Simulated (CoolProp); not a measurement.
Model: reference Helmholtz-energy equation of state, Thol 2012, in CoolProp.

Question: For benzene, give the phase and the isothermal compressibility (1/MPa), expansivity (1/kK), viscosity (µPa s), conductivity (mW/(m K)) at 159.95 °C and 28000 kPa; 24.85 °C and 115 kPa.

Answer: 
- 159.95 °C and 28000 kPa: liquid; isothermal compressibility 0.00185, expansivity 1.25, viscosity 216, conductivity 118
- 24.85 °C and 115 kPa: liquid; isothermal compressibility 0.000967, expansivity 1.22, viscosity 603, conductivity 141

Viscosity comes from a separate model (Avgeri 2014). Thermal conductivity comes from a separate model (Assael 2012).
